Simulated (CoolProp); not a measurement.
Properties of ethylene along the isotherm -89.45 °C (Tc = 9.2 °C, pc = 5.042 MPa, ω = 0.087).

Values from CoolProp's reference Helmholtz-energy equation of state, Smukala 2000.

```json
[
 {"p (MPa)": "0.158", "phase": "gas", "Z": "0.9595", "cv (kJ/(kg K))": "0.9730", "Joule-Thomson coefficient (K/MPa)": "34.31", "fugacity coefficient": "0.9612"},
 {"p (MPa)": "0.315", "phase": "liquid", "Z": "(withheld)", "cv (kJ/(kg K))": "1.340", "Joule-Thomson coefficient (K/MPa)": "-0.3658", "fugacity coefficient": "0.6601"},
 {"p (MPa)": "0.473", "phase": "liquid", "Z": "0.01588", "cv (kJ/(kg K))": "1.340", "Joule-Thomson coefficient (K/MPa)": "-0.3668", "fugacity coefficient": "0.4420"},
 {"p (MPa)": "0.63", "phase": "liquid", "Z": "0.02115", "cv (kJ/(kg K))": "1.340", "Joule-Thomson coefficient (K/MPa)": "-0.3678", "fugacity coefficient": "0.3336"},
 {"p (MPa)": "0.788", "phase": "liquid", "Z": "0.02644", "cv (kJ/(kg K))": "1.341", "Joule-Thomson coefficient (K/MPa)": "-0.3688", "fugacity coefficient": "0.2681"},
 {"p (MPa)": "0.945", "phase": "liquid", "Z": "0.03170", "cv (kJ/(kg K))": "1.341", "Joule-Thomson coefficient (K/MPa)": "-0.3698", "fugacity coefficient": "0.2247"},
 {"p (MPa)": "1.1", "phase": "liquid", "Z": "0.03688", "cv (kJ/(kg K))": "1.341", "Joule-Thomson coefficient (K/MPa)": "-0.3707", "fugacity coefficient": "0.1941"},
 {"p (MPa)": "1.26", "phase": "liquid", "Z": "0.04223", "cv (kJ/(kg K))": "1.341", "Joule-Thomson coefficient (K/MPa)": "-0.3717", "fugacity coefficient": "(withheld)"},
 {"p (MPa)": "1.42", "phase": "liquid", "Z": "0.04758", "cv (kJ/(kg K))": "1.341", "Joule-Thomson coefficient (K/MPa)": "-0.3727", "fugacity coefficient": "0.1520"},
 {"p (MPa)": "1.58", "phase": "liquid", "Z": "0.05292", "cv (kJ/(kg K))": "1.341", "Joule-Thomson coefficient (K/MPa)": "(withheld)", "fugacity coefficient": "0.1373"},
 {"p (MPa)": "1.73", "phase": "liquid", "Z": "0.05792", "cv (kJ/(kg K))": "1.342", "Joule-Thomson coefficient (K/MPa)": "-0.3746", "fugacity coefficient": "0.1260"},
 {"p (MPa)": "1.89", "phase": "liquid", "Z": "0.06326", "cv (kJ/(kg K))": "1.342", "Joule-Thomson coefficient (K/MPa)": "-0.3755", "fugacity coefficient": "0.1160"},
 {"p (MPa)": "2.05", "phase": "liquid", "Z": "0.06859", "cv (kJ/(kg K))": "1.342", "Joule-Thomson coefficient (K/MPa)": "-0.3765", "fugacity coefficient": "0.1075"},
 {"p (MPa)": "2.21", "phase": "liquid", "Z": "0.07392", "cv (kJ/(kg K))": "1.342", "Joule-Thomson coefficient (K/MPa)": "-0.3774", "fugacity coefficient": "0.1003"},
 {"p (MPa)": "2.36", "phase": "liquid", "Z": "0.07891", "cv (kJ/(kg K))": "1.342", "Joule-Thomson coefficient (K/MPa)": "-0.3783", "fugacity coefficient": "0.09436"},
 {"p (MPa)": "2.52", "phase": "liquid", "Z": "0.08423", "cv (kJ/(kg K))": "1.342", "Joule-Thomson coefficient (K/MPa)": "-0.3792", "fugacity coefficient": "0.08884"}
]
```

### Question
Some entries are withheld; supply them.

### Answer

- 0.315, Z: 0.01058
- 1.26, fugacity coefficient: 0.1703
- 1.58, Joule-Thomson coefficient (K/MPa): -0.3737
